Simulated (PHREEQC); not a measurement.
1 kg of water holding 0.34 mol NaCl, 5.6e-05 mol CaSO4, 0.0093 mol KCl, 0.0056 mol NaBr and 0.14 mol MgBr2 is evaporated at 20 °C; the solids stay in contact with the brine. No CO2 enters from the air. Only these solids could form: Arcanite, Bischofite, Bloedite, Brucite, Carnallite, Epsomite, Glaserite, Glauberite, Gypsum, Anhydrite, Halite, Hexahydrite, Kainite, Kieserite, Leonite, Mirabilite, Misenite, Polyhalite, Portlandite, Schoenite, Sylvite, Syngenite, Thenardite, MgCl2_4H2O.

Equilibrium calculation in PHREEQC: Pitzer model, pitzer.dat.

```
water left (kg)  ionic strength  water activity  Halite (mol)  K in solution (mol/kgw)  Ca in solution (mol/kgw)  S in solution (mol/kgw)
---------------  --------------  --------------  ------------  -----------------------  ------------------------  -----------------------
1                         0.775           0.981             0                  0.00930                   5.60e-5                  5.60e-5
0.8219                    0.943             ___             0                   0.0113                   6.81e-5                  6.81e-5
0.6755                     1.15             ___             0                   0.0138                   8.29e-5                  8.29e-5
0.5552                     1.40           0.965             0                   0.0168                  0.000101                 0.000101
0.4563                     1.70           0.956             0                   0.0204                  0.000123                 0.000123
0.375                      2.07           0.946             0                   0.0248                  0.000149                 0.000149
0.3082                     2.51           0.932             0                   0.0302                  0.000182                 0.000182
0.2533                     3.06           0.913             0                   0.0367                  0.000221                 0.000221
0.2082                     3.72           0.889             0                   0.0447                  0.000269                 0.000269
0.1711                      ___             ___             0                   0.0543                  0.000327                 0.000327
0.1407                     5.51           0.816             0                   0.0661                  0.000398                 0.000398
0.1156                     6.70           0.761             0                   0.0804                  0.000484                 0.000484
0.09502                    8.16           0.689             0                   0.0979                  0.000589                 0.000589
0.07809                    9.06           0.646        0.0673                    0.119                  0.000717                 0.000717
```

Problem. Fill in the missing entries.

Solution. 
- 0.8219, water activity: 0.977
- 0.6755, water activity: 0.972
- 0.1711, ionic strength: 4.53
- 0.1711, water activity: 0.858
